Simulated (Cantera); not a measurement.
An adiabatic, constant-pressure homogeneous reactor starts with CH3OH : O2 : N2 = 1 : 0.938 : 9.38 (molar parts), at 1750 K and 9.87 atm. Integrator tolerance rtol = 1e-08.

Model: GRI-Mech 3.0 (53 species, 325 reactions), integrated in Cantera. GRI-Mech 3.0 was tuned for natural gas; its chemistry of methanol as a main component is partial and can be far from experiment.

Problem. What does this change do: pressure from 9.87 atm to 4.93 atm?

Solution. 
| quantity | before | after |
|---|---|---|
| time of steepest temperature rise | 6.43 µs | 10.3 µs |
| temperature at 1.00 s | 2514 K | 2506 K |
| equilibrium temperature | 2514 K | 2506 K |
| x(CH3OH) at 1.00 s | <1e-12 (gas-phase equilibrium <1e-12) | <1e-12 (gas-phase equilibrium <1e-12) |
| x(O2) at 1.00 s | 4.30e-5 (gas-phase equilibrium 4.30e-5) | 7.85e-5 (gas-phase equilibrium 7.85e-5) |
| x(CH4) at 1.00 s | 7.02e-12 (gas-phase equilibrium 7.93e-12) | 1.82e-12 (gas-phase equilibrium 2.07e-12) |
| x(C2H4) at 1.00 s | <1e-12 (gas-phase equilibrium <1e-12) | <1e-12 (gas-phase equilibrium <1e-12) |
| x(C2H) at 1.00 s | <1e-12 (gas-phase equilibrium <1e-12) | <1e-12 (gas-phase equilibrium <1e-12) |
| x(NO) at 1.00 s | 0.000331 (gas-phase equilibrium 0.000331) | 0.000442 (gas-phase equilibrium 0.000442) |

Problem. What does this change do: O2 0.938 to 1.5 parts?

Solution. 
```json
[
 {"quantity": "time of steepest temperature rise", "before": "6.43 µs", "after": "5.66 µs"},
 {"quantity": "temperature at 1.00 s", "before": "2514 K", "after": "2777 K"},
 {"quantity": "equilibrium temperature", "before": "2514 K", "after": "2777 K"},
 {"quantity": "x(CH3OH) at 1.00 s", "before": "<1e-12 (gas-phase equilibrium <1e-12)", "after": "<1e-12 (gas-phase equilibrium <1e-12)"},
 {"quantity": "x(O2) at 1.00 s", "before": "4.30e-5 (gas-phase equilibrium 4.30e-5)", "after": "0.0100 (gas-phase equilibrium 0.0100)"},
 {"quantity": "x(CH4) at 1.00 s", "before": "7.02e-12 (gas-phase equilibrium 7.93e-12)", "after": "<1e-12 (gas-phase equilibrium <1e-12)"},
 {"quantity": "x(C2H4) at 1.00 s", "before": "<1e-12 (gas-phase equilibrium <1e-12)", "after": "<1e-12 (gas-phase equilibrium <1e-12)"},
 {"quantity": "x(C2H) at 1.00 s", "before": "<1e-12 (gas-phase equilibrium <1e-12)", "after": "<1e-12 (gas-phase equilibrium <1e-12)"},
 {"quantity": "x(NO) at 1.00 s", "before": "0.000331 (gas-phase equilibrium 0.000331)", "after": "0.00756 (gas-phase equilibrium 0.00756)"}
]
```
